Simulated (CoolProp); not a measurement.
500 sccm (0 °C, 1 atm) of nitrogen bubbles through liquid R113 at 287.3 K and leaves saturated at a total pressure of 0.15 MPa (ideal gas phase). Each further row changes one setting.

The numbers come from the reference Helmholtz-energy equation of state, Marx 1992 in CoolProp.

```json
[
 {"case": "as stated", "vapour pressure (kPa)": "28.7", "mole fraction of vapour": "0.191", "delivery (mg/min)": "(withheld)", "delivery (sccm)": "118", "change of delivery for a bath 1 K warmer (%)": "(withheld)"},
 {"case": "bath temperature 292.3 K", "vapour pressure (kPa)": "35.4", "mole fraction of vapour": "0.236", "delivery (mg/min)": "(withheld)", "delivery (sccm)": "155", "change of delivery for a bath 1 K warmer (%)": "(withheld)"},
 {"case": "total pressure 0.3 MPa", "vapour pressure (kPa)": "28.7", "mole fraction of vapour": "(withheld)", "delivery (mg/min)": "442", "delivery (sccm)": "52.9", "change of delivery for a bath 1 K warmer (%)": "4.9"}
]
```

Complete the blanks.


- as stated, delivery (mg/min): 989
- as stated, change of delivery for a bath 1 K warmer (%): 5.5
- bath temperature 292.3 K, delivery (mg/min): 1290
- bath temperature 292.3 K, change of delivery for a bath 1 K warmer (%): 5.6
- total pressure 0.3 MPa, mole fraction of vapour: 0.0957
